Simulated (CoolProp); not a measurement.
Vapour-liquid equilibrium of benzene (1) + p-xylene (2) at 1580 kPa; x and y are mole fractions of (1).

Model: multi-fluid Helmholtz-energy mixture model, Thol 2012 and Zhou 2012; pair parameters Bell 2016, in CoolProp.

Question: Give the bubble temperature and the first vapour's composition at x = 0.05, 0.2, 0.35. Is there an azeotrope?

Answer: x = 0.05: 549.9 K, y = 0.089; x = 0.2: 536.0 K, y = 0.333; x = 0.35: 522.9 K, y = 0.533. No azeotrope shows between x = 0.05 and 0.95.

The pair parameters rest on a limited set of measurements; away from them the model extrapolates.
